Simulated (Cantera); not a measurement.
# Diamond growth

A diamond (100) surface in a fixed gas of H2 with x(CH4) = 0.025, x(H) = 0.0067, x(CH3) = 0.0011, 0.0296 atm; coverages are run to steady state.

Cantera simulation using the Harris–Goodwin 1993 mechanism for the reconstructed diamond (100) surface; the numbers are that mechanism's predictions, not measurements.

| T (K) | growth (µm/h) | θ c6HH | θ c6H* | θ c6*H | θ c6** | θ c6HM |
|---|---|---|---|---|---|---|
| 950 | 11.7 | 0.565 | 0.0124 | 0.293 | 0.00563 | 0.0946 |
| 1025 | 16.1 | 0.522 | 0.0186 | 0.356 | 0.0100 | 0.0664 |
| 1100 | 16.8 | 0.484 | 0.0262 | 0.415 | 0.0164 | 0.0382 |
| 1175 | 11.6 | 0.447 | 0.0348 | 0.468 | 0.0250 | 0.0144 |
| 1250 | 7.27 | 0.408 | 0.0434 | 0.505 | 0.0350 | 0.00386 |
| 1325 | 6.26 | 0.370 | 0.0515 | 0.528 | 0.0461 | 0.000949 |
| 1400 | 6.02 | 0.337 | 0.0593 | 0.543 | 0.0581 | 0.000232 |
θ: site fractions in the mechanism's names (c6HH fully hydrogenated, c6H* and c6*H radical sites, c6** diradical, c6HM methylated).
